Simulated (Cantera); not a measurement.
Cantera run:

```python
import numpy as np
import cantera as ct

gas_names = """
    CL CLO CL2 H HCL HNO HNO2 HNO3 HOCL HO2 H2 H2O H2O2 N NH NH2 NH3 NH2OH NO NO2 NO3 N2 N2H2 N2H4 N2O O
    OH O2 O3 Si SiCL SiCL2 SiCL3 SiCL4 SiH SiHCL3 SiH2 SiH2CL2 SiH3 SiH3CL SiH4 SiN SiO SiO2 Si2 Si2N
    Si3
""".split()
cond_names = """
    H2O(s) H2O(L) NH4CL(a) NH4CL(b) Si(cr) Si(L) SiO2(Lqz) SiO2(hqz) SiO2(L) Si2N2O(s) Si3N4(a)
""".split()


def load(file, names, dense=False):
    # The tables refer to 1 bar. Condensed volumes are neglected.
    table = {s.name: s for s in ct.Species.list_from_file(file)}
    out = []
    for n in names:
        d = dict(table[n].input_data)
        d["thermo"] = dict(d["thermo"], **{"reference-pressure": 1e5})
        if dense:
            d["equation-of-state"] = {"model": "constant-volume", "density": "1e6 g/cm^3"}
        out.append(ct.Species.from_dict(d))
    return out


gas = ct.Solution(thermo="ideal-gas", species=load("nasa_gas.yaml", gas_names))
cond = {s.name: ct.Solution(thermo="fixed-stoichiometry", species=[s], name=s.name)
        for s in load("nasa_condensed.yaml", cond_names, dense=True)}
atoms = {
    'SiCl4': {'Si': 1, 'CL': 4},
    'H2O': {'H': 2, 'O': 1},
    'N2': {'N': 2},
}
top_T = {'Si2N2O(s)': 2100, 'Si3N4(a)': 2400}  # K; cautious upper limits of use, not melting points


def equilibrate(T, P, feed):
    n = {}
    for name, mol in feed.items():
        for a, k in atoms[name].items():
            n[a] = n.get(a, 0.0) + k * mol
    gas.TPX = T, P, n
    mass = sum(n.values()) * gas.mean_molecular_weight
    gas.equilibrate("TP")
    valid = [c for c in cond.values() if c.min_temp <= T <= top_T.get(c.name, c.max_temp)]
    mix = ct.Mixture([(gas, mass / gas.mean_molecular_weight)] + [(c, 0.0) for c in valid])
    mix.T, mix.P = T, P
    mix.equilibrate("TP", solver="vcs", rtol=1e-11, max_steps=5000)
    return mix


results = []
feed = {'SiCl4': 1, 'H2O': 3.8, 'N2': 48}  # mol
T = 1100  # K
P = 48000  # Pa
mix = equilibrate(T, P, feed)
results.append((T, P, feed, dict(zip(mix.species_names, mix.species_moles))))
x = sorted(zip(gas.X, gas.species_names), reverse=True)
print(f"T = {T:g} K  P = {P:g} Pa  gas = {mix.phase_moles(0):.4g} mol")
print("   x: " + "  ".join(f"{s} {v:.3e}" for v, s in x if v > 1e-06))
print("   condensed (mol): " + ("  ".join(f"{mix.phase(i).name} {mix.phase_moles(i):.4g}"
      for i in range(1, mix.n_phases) if mix.phase_moles(i) > 1e-12) or "none"))
```

Result:

```
T = 1100 K  P = 48000 Pa  gas = 53.8 mol
   x: N2 8.922e-01  HCL 7.435e-02  H2O 3.346e-02  CL 1.898e-06  H2 1.714e-06
   condensed (mol): SiO2(hqz) 1
```

These are equilibrium values from Cantera (NASA tables, ideal gas, pure condensed phases), not measurements of a reactor.
